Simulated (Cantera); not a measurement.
An adiabatic, constant-pressure homogeneous reactor starts with 2.29 % CH₄, 8.34 % O₂, 75.6 % N₂, 13.7 % CO₂, at 1075 K and 1000000 Pa.

Detailed kinetics in Cantera: GRI-Mech 3.0 (53 species, 325 reactions).

One state of this run: T (K) = 1553; x CH₄ = <1e-12; x O₂ = 0.0376; x CO₂ = 0.160; x OH = 3.04e-5; x N₂O = 1.22e-7; x HCN = <1e-12; x H₂ = 2.84e-7. x: mole fraction; the columns are a selection and need not sum to one.

### Question
Which value of t (s) does it belong to?
A. 0.000547
B. 5.00e-6
C. 1.00
D. 0.00358

### Answer
C, 1.00
